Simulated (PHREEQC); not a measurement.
Dissolve 0.0029 mol/kgw NH4HF2, 3.35e-05 mol/kgw H2SiF6 and 0.0015 mol/kgw HBF4 at 93 °C. Closed to the air; pH follows from the charge balance.

The numbers come from PHREEQC with the ion-association model, phreeqc.dat.

No solid was allowed to form.

### Question
Order these F species by the share of F that they hold, largest first: F-, BF4-, BF2(OH)2-, HF, BF3OH-.

### Answer
HF (58 %), F- (22 %), BF4- (13 %), BF2(OH)2- (3.1 %), BF3OH- (2.2 %)

The pH is 3.32 and the ionic strength 0.00342 mol/kgw. Away from 25 °C the constants follow the database's enthalpies or fits; those with neither stay at their 25 °C values. SiF6-2 is the database's only silicon fluoride. Real BF4- forms and hydrolyses slowly; the run takes it at equilibrium.
